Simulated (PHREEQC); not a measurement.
## Spent oxide etchant: an equilibrium model

Make-up at 50 °C: 0.012 mol/kgw NH4HF2, 0.0143 mol/kgw (NH4)2SiF6 and 0.014 mol/kgw HBF4. Closed to the air; pH follows from the charge balance.

Equilibrium calculation in PHREEQC: ion-association model, phreeqc.dat.

This is a speciation only: nothing precipitates in the calculation.

Problem. Predict the pH, ionic strength.

Solution. pH 2.38; ionic strength 0.0599 mol/kgw.

Problem. In which forms is F present?

Solution. SiF6-2 52 %, BF4- 33 %, HF 13 %, F- 1.7 %, BF3OH- 0.7 % of the F.

Species that the database lacks are ignored. At this temperature some constants are extrapolated from 25 °C, and those without enthalpy data are left unchanged. SiF6-2 is the database's only silicon fluoride. Real BF4- forms and hydrolyses slowly; the run takes it at equilibrium.
